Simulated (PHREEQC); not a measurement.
Make-up at 25 °C: 0.15 mol/kgw KHCO3, 0.016 mol/kgw Na2B4O7 and 0.00043 mol/kgw NaCl. Closed to the air; pH follows from the charge balance.

Computed with PHREEQC (Pitzer model, pitzer.dat).

```
quantity                    before    after
------------------------  --------  -------
pH                            8.79     8.06
ionic strength (mol/kgw)     0.194    0.152
CO3-2 (mol/kgw)             0.0112  0.00200
CO2 (mol/kgw)             0.000355  0.00200
SI of Nahcolite (NaHCO3)     -2.20    -4.00
SI of Kalicinite (KHCO3)     -2.37    -2.32
```

**Question.** Name the change that produced these shifts.
(A) NaCl from 0.00043 to 0.000645 mol/kgw
(B) Na2B4O7 from 0.016 to 0.032 mol/kgw
(C) Na2B4O7 left out
(D) NaCl left out

**Answer.** C, Na2B4O7 left out

This is a speciation only: nothing precipitates in the calculation.
